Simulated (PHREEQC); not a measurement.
Make-up at 51 °C: 23 mmol/kgw CaCl2, 0.76 mmol/kgw CO2 and 0.54 mmol/kgw MgSO4. Closed to the air; pH follows from the charge balance.

All values are PHREEQC results (Pitzer model, pitzer.dat), not measurements.

The ionic strength comes out as 0.0712 mol/kgw. What activity coefficients do Cl-, HCO3-, Ca+2, Mg+2, SO4-2 get?

Cl- 0.79, HCO3- 0.84, Ca+2 0.40, Mg+2 0.41, SO4-2 0.21. Single-ion values are on the MacInnes scale.

This is a speciation only: nothing precipitates in the calculation. Species that the database lacks are ignored. At this temperature some constants are extrapolated from 25 °C, and those without enthalpy data are left unchanged.
